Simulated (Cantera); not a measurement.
Feed: 1 mol C2H4, 0.098 mol H2O, 71 mol H2, held at 7.50 Torr.

Equilibrium computed with Cantera from the NASA thermochemical tables; the gas is ideal and each condensed phase is pure. Candidate condensed phases: C, C6H6, C7H8, C8H18, H2O; 110 gas species. The numbers say what is thermodynamically allowed, not how fast it happens.

x: gas mole fraction; n: condensed amount in mol.

| T (K) | x H2 | x H | x C2H2 (acetylene) | x CO | x C2H | n C(graphite) |
|---|---|---|---|---|---|---|
| 2073 | 0.972 | 0.0259 | 0.00119 | 0.00132 | … | 1.72 |
| 2123 | 0.962 | 0.0352 | 0.00159 | 0.00132 | … | 1.66 |
| 2173 | 0.950 | 0.0470 | 0.00210 | 0.00131 | … | 1.59 |
| 2223 | 0.934 | 0.0619 | 0.00271 | 0.00130 | … | 1.49 |
| 2273 | 0.915 | 0.0803 | 0.00345 | 0.00129 | … | 1.37 |
| 2323 | 0.892 | 0.103 | 0.00432 | 0.00127 | … | 1.23 |
| 2373 | 0.864 | 0.130 | 0.00531 | 0.00125 | … | 1.06 |
| 2423 | 0.831 | 0.162 | 0.00643 | 0.00123 | … | 0.854 |

**Question.** What belongs in the gaps?

**Answer.** 
- 2073, x C2H: 7.55e-7
- 2123, x C2H: 1.62e-6
- 2173, x C2H: 3.33e-6
- 2223, x C2H: 6.63e-6
- 2273, x C2H: 1.28e-5
- 2323, x C2H: 2.38e-5
- 2373, x C2H: 4.31e-5
- 2423, x C2H: 7.58e-5
